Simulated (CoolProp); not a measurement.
Vapour-liquid equilibrium of isohexane (1) + n-hexane (2) at 100.55 °C; x and y are mole fractions of (1).

Values from CoolProp's multi-fluid Helmholtz-energy mixture model, Lemmon 2006 and Thol 2019; pair parameters Bell 2016.

```csv
x,bubble pressure (MPa),y at the bubble point,dew pressure at overall composition x (MPa),liquid density (mol/L)
0.05,0.2532,0.061,0.2526,6.730
0.125,0.2584,0.151,0.2569,6.723
0.2,0.2634,0.237,0.2612,6.715
0.275,0.2685,0.319,0.2657,6.708
0.35,0.2734,0.399,0.2703,?
0.425,?,?,0.2750,6.694
0.5,0.2831,0.550,?,6.688
0.575,0.2878,0.623,0.2847,6.681
0.65,0.2925,0.693,0.2896,6.675
0.725,0.2970,0.761,0.2946,6.668
0.8,0.3014,0.828,0.2996,6.662
0.875,0.3057,0.893,0.3046,6.656
0.95,0.3100,0.958,0.3095,6.651
```

Q: Some entries are withheld; supply them.

A: 
- 0.35, liquid density (mol/L): 6.701
- 0.425, bubble pressure (MPa): 0.2783
- 0.425, y at the bubble point: 0.476
- 0.5, dew pressure at overall composition x (MPa): 0.2798

No azeotrope shows between x = 0.05 and 0.95.

Pair parameters are fitted to limited data, so mixtures are less certain than the pure fluids.
